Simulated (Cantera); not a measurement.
Charge: 1 mol BN, 0.48 mol O2, 0.41 mol N2, at 1650 K and 17.0 Pa.

Cantera equilibrium calculation (NASA polynomials, part measured and part estimated; ideal gas, pure solids and liquids). Candidate condensed phases: B, BN, B2O3; 17 gas species. Kinetics and transport are ignored.

Base state: N2 0.664, B2O2 0.159, B2O3 0.152, BO 0.0260 (mole fractions); condensed: BN(s).

**Question.** What changes in the equilibrium state with this change: temperature from 1650 K to 973.15 K?

**Answer.** 
```csv
species,before,after
N2,0.664,1.00
B2O3,0.152,5.25e-9
B2O2,0.159,<1e-9
BO,0.0260,<1e-9
"BN(s), mol",0.222,0.360
"B2O3(l), mol",0,0.320
```
